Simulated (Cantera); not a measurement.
Charge: 1 mol SiC, 1.2 mol H₂O, 23 mol H₂, at 0.000140 bar.

These are equilibrium values from Cantera (NASA tables, ideal gas, pure condensed phases), not measurements of a reactor. Candidate condensed phases: C, C₆H₆, C₇H₈, C₈H₁₈, H₂O, Si, SiC, SiO₂; 123 gas species. Mutual solubility and eutectic melting of coexisting phases are not modelled. The tables hold silica as quartz up to 1696 K and as liquid above; real silica turns to tridymite and cristobalite and melts near 1996 K. Kinetics and transport are ignored.

### Question
Which condensed phases are stable at each of these points (T (K)): 948, 1023, 1098, 1173, 1248, 1323, 1398?

### Answer
```csv
T (K),condensed phases,Si condensed (%)
948,C(graphite) + SiC(s) + SiO₂(β-quartz),100.0
1023,C(graphite) + SiC(s) + SiO₂(β-quartz),100.0
1098,SiC(s) + SiO₂(β-quartz),100.0
1173,SiC(s) + SiO₂(β-quartz),99.6
1248,SiC(s) + SiO₂(β-quartz),93.0
1323,SiC(s),40.0
1398,SiC(s),40.0
```

From 948 K to 1023 K the condensed part is C(graphite) + SiC(s) + SiO₂(β-quartz). From 1098 K to 1248 K the condensed part is SiC(s) + SiO₂(β-quartz). From 1323 K to 1398 K the condensed part is SiC(s).
